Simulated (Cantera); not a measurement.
# Adiabatic ignition

An adiabatic, constant-volume homogeneous reactor starts with 6.23 % H2, 7.79 % O2, 86.0 % N2, at 1448 K and 540 Torr.

Cantera simulation using the H2/O2 subset of GRI-Mech 3.0, which has no nitrogen chemistry; the numbers are that mechanism's predictions, not measurements.

```
t (s)     T (K)  P (bar)      x H2    x O2       x H       x O     x H2O    x H2O2     x OH
--------  -----  -------  --------  ------  --------  --------  --------  --------  -------
1.00e-6    1448    0.720    0.0623  0.0779   1.10e-8   1.16e-9  5.54e-10  9.63e-12  1.07e-9
2.61e-6    1448    0.720    0.0623  0.0779   3.14e-8   6.38e-9   7.65e-9  6.33e-11  5.47e-9
6.81e-6    1448    0.720    0.0623  0.0779   1.46e-7   4.10e-8   1.11e-7  3.96e-10  3.36e-8
1.78e-5    1448    0.720    0.0623  0.0779   3.14e-6   9.50e-7   3.98e-6   2.53e-9  7.69e-7
4.64e-5    1455    0.723    0.0518  0.0727   0.00521   0.00168   0.00729   2.73e-7  0.00131
0.000121   1684    0.827   0.00526  0.0462    0.0121    0.0108    0.0489   4.24e-7  0.00573
0.000316   1877    0.911   0.00261  0.0462   0.00306   0.00478    0.0570   1.60e-7  0.00530
0.000825   1968    0.950  0.000725  0.0472  0.000391   0.00127    0.0617   6.67e-8  0.00315
0.00215    1994    0.961  0.000168  0.0478   4.20e-5  0.000291    0.0633   3.13e-8  0.00158
0.00562    1999    0.963   8.74e-5  0.0479   1.59e-5  0.000152    0.0636   2.54e-8  0.00115
0.0147     1999    0.963   8.52e-5  0.0479   1.53e-5  0.000149    0.0636   2.53e-8  0.00113
0.0383     1999    0.963   8.52e-5  0.0479   1.53e-5  0.000149    0.0636   2.53e-8  0.00113
0.100      1999    0.963   8.52e-5  0.0479   1.53e-5  0.000149    0.0636   2.53e-8  0.00113
```
x: mole fraction; the columns are a selection and need not sum to one.

| Item | Result |
|---|---|
| time of steepest temperature rise | 57.5 µs |
| temperature at 0.100 s | 1999 K |
| equilibrium temperature | 1999 K |
| x(H2) at 0.100 s | 8.52e-5 (gas-phase equilibrium 8.52e-5) |
| x(O2) at 0.100 s | 0.0479 (gas-phase equilibrium 0.0479) |
| x(H) at 0.100 s | 1.53e-5 (gas-phase equilibrium 1.53e-5) |
